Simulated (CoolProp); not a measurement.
Methanol along the isotherm 298.55 °C: density (kg/m³) from the reference equation and from simpler models built on Tc = 240.2 °C, pc = 8.216 MPa, ω = 0.565; each cubic takes its own stable root.

Computed with CoolProp (reference Helmholtz-energy equation of state, de Reuck 1993).

```csv
p (MPa),phase,reference,van der Waals,Redlich-Kwong,Peng-Robinson
0.26,gas,1.764,1.765,1.767,1.767
0.591,gas,4.045,4.051,4.057,4.058
1.35,gas,9.435,9.465,9.497,9.499
3.06,gas,22.55,22.70,22.85,22.83
6.97,gas,59.58,61.43,61.86,60.66
15.9,supercritical,243.4,231.8,238.1,204.1
36.1,supercritical,496.2,309.9,372.1,380.3
82.2,supercritical,615.6,362.0,462.2,496.1
```
